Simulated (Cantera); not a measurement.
Input: 1 mol B₂O₃, 0.2 mol O₂, held at 64.0 mbar.

Method: chemical equilibrium by Gibbs-energy minimisation in Cantera with the NASA 1993 tables (ideal gas, pure condensed phases). Candidate condensed phases: B, B₂O₃; 10 gas species. Equilibrium is a limit: real reactors are often held back by kinetics, nucleation or transport.

Which condensed phases are stable at each of these points (T (°C)): 1125, 1225, 1325, 1425, 1525, 1625, 1725, 1825, 1925?


```json
[
 {"T (°C)": "1125", "condensed phases": "B₂O₃(l)", "B condensed (%)": "100.0"},
 {"T (°C)": "1225", "condensed phases": "B₂O₃(l)", "B condensed (%)": "100.0"},
 {"T (°C)": "1325", "condensed phases": "B₂O₃(l)", "B condensed (%)": "100.0"},
 {"T (°C)": "1425", "condensed phases": "B₂O₃(l)", "B condensed (%)": "99.7"},
 {"T (°C)": "1525", "condensed phases": "B₂O₃(l)", "B condensed (%)": "98.8"},
 {"T (°C)": "1625", "condensed phases": "B₂O₃(l)", "B condensed (%)": "94.9"},
 {"T (°C)": "1725", "condensed phases": "B₂O₃(l)", "B condensed (%)": "61.5"},
 {"T (°C)": "1825", "condensed phases": "gas only", "B condensed (%)": "0.0"},
 {"T (°C)": "1925", "condensed phases": "gas only", "B condensed (%)": "0.0"}
]
```

From 1125 °C to 1725 °C the condensed part is B₂O₃(l). From 1825 °C to 1925 °C nothing is condensed.
